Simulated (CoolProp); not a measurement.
The numbers come from the reference Helmholtz-energy equation of state, Zhou 2014 in CoolProp.

Question: For cyclohexane, give the phase and the cp (kJ/(kg K)), cv (kJ/(kg K)), viscosity (µPa s), fugacity coefficient at 323.9 K and 103 bar.

Answer: 
- 323.9 K and 103 bar: liquid; cp 1.96, cv 1.47, viscosity 684, fugacity coefficient 0.00544

Viscosity comes from a separate model (Tariq 2014).
